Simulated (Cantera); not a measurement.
Charge: 1 mol Ti(OiPr)₄, 0.09 mol C₃H₈, equilibrated at 1075 K and 1.33 mbar.

Cantera equilibrium calculation (NASA polynomials, part measured and part estimated; ideal gas, pure solids and liquids). Candidate condensed phases: C, C₆H₆, C₇H₈, C₈H₁₈, H₂O, Ti, TiC, TiO, TiO₂, Ti₂O₃, Ti₃O₅, Ti₄O₇; 113 gas species. The feed counts by its element totals alone. Rates play no part.

Base state: H₂ 0.860, CO 0.140, CH₄ 4.45e-5, H₂O 2.03e-5 (mole fractions); condensed: C(graphite) + Ti₃O₅(s).

Problem. What changes in the equilibrium state with this change: pressure from 1.33 mbar to 0.133 bar?

Solution. 
| species | before | after |
|---|---|---|
| H₂ | 0.860 | 0.873 |
| CO | 0.140 | 0.121 |
| CH₄ | 4.45e-5 | 0.00458 |
| H₂O | 2.03e-5 | 0.00178 |
| CO₂ | 3.54e-6 | 0.000264 |
| C(graphite), mol | 9.94 | 10.2 |
| Ti₃O₅(s), mol | 0.333 | 0 |
| TiO₂(rutile), mol | 0 | 1.00 |
